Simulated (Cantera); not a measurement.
A Cantera script and what it prints.

```python
import numpy as np
import cantera as ct

gas_names = """
    B BH BH2 BH3 BO BO2 B2 B2O B2O2 B2O3 B3O3H3 H HBO HBO2 HO2 H2 H2O H2O2 H3B3O6 O OH O2 O3
""".split()
cond_names = """
    B(b) B(L) B2O3(L) B3O3H3(cr) H2O(s) H2O(L)
""".split()


# ... load() reads the species with a 1 bar reference pressure and builds the phases ...
atoms = {
    'B2H6': {'B': 2, 'H': 6},
    'O2': {'O': 2},
    'H2': {'H': 2},
}
top_T = {}  # K; cautious upper limits of use, not melting points


# ... equilibrate(T, P, feed) seeds the gas with the atoms and calls Mixture.equilibrate('TP', solver="vcs", rtol=1e-11, max_steps=5000) ...
results = []
feed = {'B2H6': 1, 'O2': 0.086, 'H2': 62}  # mol
P = 1000  # Pa
for T in [1075, 1175, 1275, 1375, 1475, 1575, 1675, 1775, 1875, 1975, 2075, 2175, 2275]:
    mix = equilibrate(T, P, feed)
    results.append((T, P, feed, dict(zip(mix.species_names, mix.species_moles))))

top = {s: max(r[3][s] / sum(r[3][g] for g in gas_names) for r in results) for s in gas_names}
cols = sorted((s for s in top if top[s] > 0.0001), key=lambda s: -top[s])[:7]
seen = [c for c in cond_names if any(r[3].get(c, 0) > 1e-12 for r in results)]
print("log10 of partial pressures in bar; condensed amounts in mol")
print(f"{'T/K':>10s}" + "".join(f"{s[:9]:>10s}" for s in cols + seen))
for T, P, feed, n in results:
    ng = sum(n[g] for g in gas_names)
    print(f"{T:10.4g}" + "".join(f"{np.log10(max(n[s] / ng * P / 1e5, 1e-99)):10.3f}" for s in cols)
          + "".join(f"{n.get(c, 0):10.4g}" for c in seen))
```

Output:

```
log10 of partial pressures in bar; condensed amounts in mol
       T/K        H2         H       HBO       BH2        BO         B    B3O3H3      B(b)   B2O3(L)
      1075    -2.000    -8.834    -6.279    -9.686   -11.349   -19.407    -5.189     1.842   0.01415
      1175    -2.000    -7.912    -5.420    -8.878    -9.668   -17.093    -5.168     1.833  0.004608
      1275    -2.001    -7.133    -4.811    -8.199    -8.366   -15.143    -5.487     1.829         0
      1375    -2.001    -6.466    -4.616    -7.620    -7.580   -13.479    -6.733     1.829         0
      1475    -2.001    -5.888    -4.599    -7.120    -7.054   -12.042    -8.260     1.828         0
      1575    -2.001    -5.382    -4.597    -6.686    -6.607   -10.789    -9.624     1.827         0
      1675    -2.002    -4.936    -4.599    -6.304    -6.219    -9.687   -10.837     1.825         0
      1775    -2.002    -4.540    -4.610    -5.967    -5.884    -8.711   -11.933     1.821         0
      1875    -2.004    -4.185    -4.631    -5.667    -5.596    -7.840   -12.946     1.814         0
      1975    -2.007    -3.867    -4.668    -5.400    -5.356    -7.058   -13.906     1.801         0
      2075    -2.013    -3.581    -4.724    -5.163    -5.161    -6.353   -14.842     1.778         0
      2175    -2.023    -3.323    -4.804    -4.952    -5.011    -5.714   -15.774     1.737         0
      2275    -2.039    -3.091    -4.908    -4.768    -4.901    -5.131   -16.715     1.655         0
```

Method: chemical equilibrium by Gibbs-energy minimisation in Cantera with the NASA 1993 tables (ideal gas, pure condensed phases). The feed counts by its element totals alone. Mutual solubility and eutectic melting of coexisting phases are not modelled. The tables' values for BH2 are old estimates; treat these amounts as uncertain.
